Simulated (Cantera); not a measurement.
Input (Python, Cantera):

```python
import numpy as np
import cantera as ct

gas = ct.Solution("gri30.yaml")


def delay(T, t_max=10):
    gas.TPX = T, 41000, {'CH4': 1, 'CO': 0.063, 'O2': 3.69, 'N2': 13.9}
    reactor = ct.IdealGasConstPressureReactor(gas, clone=False)
    net = ct.ReactorNet([reactor])
    net.rtol, net.atol = 1e-8, 1e-16
    while net.time < t_max:
        t_old, T_old = net.time, reactor.T
        net.step()
        if reactor.T > T + 400:  # ignition: a rise of 400 K
            return t_old + (T + 400 - T_old) / (reactor.T - T_old) * (net.time - t_old)
    return np.nan


taus = []
for T in [1223, 1273, 1323, 1373, 1423, 1473, 1523, 1573, 1623, 1673]:
    taus.append(delay(T))
    print(f"T0 = {T:6g} K   tau = {taus[-1]:.4e} s")
```

Result:

```
T0 =   1223 K   tau = 4.9114e-02 s
T0 =   1273 K   tau = 2.4316e-02 s
T0 =   1323 K   tau = 1.2682e-02 s
T0 =   1373 K   tau = 6.9869e-03 s
T0 =   1423 K   tau = 4.0713e-03 s
T0 =   1473 K   tau = 2.5038e-03 s
T0 =   1523 K   tau = 1.6156e-03 s
T0 =   1573 K   tau = 1.0853e-03 s
T0 =   1623 K   tau = 7.5344e-04 s
T0 =   1673 K   tau = 5.3754e-04 s
```

Detailed kinetics in Cantera: GRI-Mech 3.0 (53 species, 325 reactions).
